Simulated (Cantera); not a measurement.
Cantera run, input and output.

```python
import numpy as np
import cantera as ct

surf = ct.Interface("ptcombust.yaml", "Pt_surf")
gas = surf.adjacent["gas"]
gas.TPX = 300, 26000, {'H2': 0.014, 'O2': 0.15, 'N2': 0.79}
jet = ct.ImpingingJet(gas=gas, width=0.024, surface=surf)
jet.inlet.mdot, jet.inlet.T, jet.inlet.X = 0.14, 300, {'H2': 0.014, 'O2': 0.15, 'N2': 0.79}
jet.set_refine_criteria(ratio=10, slope=0.2, curve=0.3)
show, cover = ['H2', 'O2', 'H2O', 'OH'], ["PT(S)", "H(S)", "O(S)", "OH(S)", "CO(S)", "C(S)"]

rows = []
print(f"{'Ts/K':>7s}" + "".join(f"{s:>11s}" for s in show + cover) + "   (gas at the wall, coverages)")
for i, Ts in enumerate([700, 750, 800, 850, 900, 950]):
    jet.surface.T = Ts
    if i == 0:
        surf.TP = Ts, 26000
        surf.coverages = "PT(S):0.5, O(S):0.5"
        surf.advance_coverages(1.0)
        jet.set_initial_guess(products="inlet")
    jet.solve(loglevel=0, auto=(i == 0))
    rows.append([*(jet.X[gas.species_index(s), -1] for s in show), *surf[cover].coverages])
    print(f"{Ts:7g}" + "".join(f"{x:11.3e}" for x in rows[-1]))
```

Result:

```
   Ts/K         H2         O2        H2O         OH      PT(S)       H(S)       O(S)      OH(S)      CO(S)       C(S)   (gas at the wall, coverages)
    700  2.077e-03  1.438e-01  2.421e-02  8.409e-11  2.984e-02  1.919e-09  9.675e-01  2.678e-03  1.600e-23  1.170e-26
    750  1.691e-03  1.435e-01  2.479e-02  5.164e-10  3.920e-02  3.935e-09  9.586e-01  2.236e-03  1.353e-19  1.841e-28
    800  1.180e-03  1.430e-01  2.561e-02  2.308e-09  6.067e-02  1.079e-08  9.372e-01  2.099e-03  6.420e-20  1.969e-29
    850  7.952e-04  1.426e-01  2.621e-02  8.270e-09  9.533e-02  3.056e-08  9.026e-01  2.024e-03  3.215e-21  5.272e-28
    900  5.654e-04  1.424e-01  2.651e-02  2.531e-08  1.407e-01  7.732e-08  8.574e-01  1.921e-03  4.284e-19  9.977e-28
    950  4.291e-04  1.423e-01  2.666e-02  6.828e-08  1.936e-01  1.717e-07  8.047e-01  1.785e-03  2.156e-16  2.321e-26
```

Detailed kinetics in Cantera: Deutschmann's 1995 Pt surface mechanism with GRI-Mech 3.0 gas chemistry. Catalytic surfaces can have several steady states; this one follows from the mechanism file's or the stated starting coverage.
